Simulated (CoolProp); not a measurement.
A single-stage vapour-compression cycle with R245ca: evaporating at 253.15 K (dew point), condensing at 275.15 K (bubble point), superheat 8 K, subcooling 2 K, compressor efficiency 0.75, no pressure losses. Each further row changes one setting.

The numbers come from the reference Helmholtz-energy equation of state, Zhou 2016 in CoolProp.

```json
[
 {"case": "as stated", "cooling COP": "8.12", "pressure ratio": "3.17", "discharge temperature (K)": "292.4", "refrigerating effect (kJ/kg)": "209", "volumetric capacity (kJ/m³)": "154"},
 {"case": "evaporating temperature 258.15 K", "cooling COP": "10.9", "pressure ratio": "2.39", "discharge temperature (K)": "289.8", "refrigerating effect (kJ/kg)": "213", "volumetric capacity (kJ/m³)": "205"},
 {"case": "condensing temperature 270.15 K", "cooling COP": "10.7", "pressure ratio": "2.49", "discharge temperature (K)": "285.8", "refrigerating effect (kJ/kg)": "216", "volumetric capacity (kJ/m³)": "159"},
 {"case": "subcooling 7 K", "cooling COP": "8.38", "pressure ratio": "3.17", "discharge temperature (K)": "292.4", "refrigerating effect (kJ/kg)": "216", "volumetric capacity (kJ/m³)": "159"},
 {"case": "superheat 18 K", "cooling COP": "8.13", "pressure ratio": "3.17", "discharge temperature (K)": "302.6", "refrigerating effect (kJ/kg)": "217", "volumetric capacity (kJ/m³)": "154"},
 {"case": "compressor efficiency 0.65", "cooling COP": "7.04", "pressure ratio": "3.17", "discharge temperature (K)": "296.8", "refrigerating effect (kJ/kg)": "209", "volumetric capacity (kJ/m³)": "154"}
]
```
